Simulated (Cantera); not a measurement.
Input: 1 mol MgO, 1.3 mol CH4, 17 mol H2, at 10.0 mbar.

Equilibrium computed with Cantera from the NASA thermochemical tables; the gas is ideal and each condensed phase is pure. Candidate condensed phases: C, C6H6, C7H8, C8H18, H2O, Mg, MgCO3, MgO, Mg(OH)2; 116 gas species. The tables' values for MgH are old estimates; treat these amounts as uncertain. The numbers say what is thermodynamically allowed, not how fast it happens.

x: gas mole fraction; n: condensed amount in mol.

| T (K) | x H2 | x H | x CO | x Mg | x C2H2 (acetylene) | x MgH | x C2H | n C(graphite) |
|---|---|---|---|---|---|---|---|---|
| 1975 | 0.894 | 0.0129 | 0.0460 | 0.0459 | 0.000581 | 6.64e-5 | 1.44e-7 | 0.275 |
| 2025 | 0.889 | (withheld) | 0.0459 | 0.0458 | (withheld) | 6.81e-5 | (withheld) | 0.265 |
| 2075 | 0.882 | 0.0250 | 0.0457 | 0.0456 | 0.00109 | 6.96e-5 | 7.43e-7 | 0.252 |
| 2125 | 0.874 | 0.0339 | 0.0455 | 0.0454 | 0.00146 | 7.09e-5 | 1.59e-6 | 0.235 |
| 2175 | 0.862 | (withheld) | 0.0452 | 0.0452 | (withheld) | 7.19e-5 | (withheld) | (withheld) |
| 2225 | 0.848 | 0.0596 | 0.0449 | 0.0448 | 0.00249 | 7.26e-5 | 6.49e-6 | 0.189 |
| 2275 | 0.830 | 0.0774 | 0.0445 | 0.0444 | 0.00316 | 7.30e-5 | 1.25e-5 | 0.157 |

What belongs in the gaps?


- 2175, x H: 0.0453
- 2175, x C2H2 (acetylene): 0.00192
- 2175, x C2H: 3.27e-6
- 2175, n C(graphite): 0.215
- 2025, x H: 0.0181
- 2025, x C2H2 (acetylene): 0.000805
- 2025, x C2H: 3.34e-7
